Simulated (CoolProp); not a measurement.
Properties of dodecamethylcyclohexasiloxane (D6) along the isobar 1.45 bar.

Model: reference Helmholtz-energy equation of state, Colonna 2008, in CoolProp. It is a short technical equation, of lower accuracy than the large ones.

```tsv
T (K)	phase	density (kg/m³)	cp (kJ/(kg K))	isothermal compressibility (1/MPa)	fugacity coefficient
349.3	liquid	912.3	(withheld)	(withheld)	0.001240
362.7	liquid	897.3	1.698	(withheld)	0.002768
376.1	liquid	882.3	1.725	0.004226	(withheld)
389.5	liquid	867.2	1.753	(withheld)	0.01109
402.9	liquid	(withheld)	1.781	0.005120	0.02022
416.3	liquid	836.3	1.809	0.005668	0.03497
429.7	liquid	820.6	1.837	(withheld)	0.05769
443.1	liquid	804.5	1.865	0.007054	0.09121
```

### Question
Complete the blanks.

### Answer

- 349.3, cp (kJ/(kg K)): 1.671
- 349.3, isothermal compressibility (1/MPa): 0.003532
- 362.7, isothermal compressibility (1/MPa): 0.003858
- 376.1, fugacity coefficient: 0.005728
- 389.5, isothermal compressibility (1/MPa): 0.004643
- 402.9, density (kg/m³): 851.8
- 429.7, isothermal compressibility (1/MPa): 0.006306
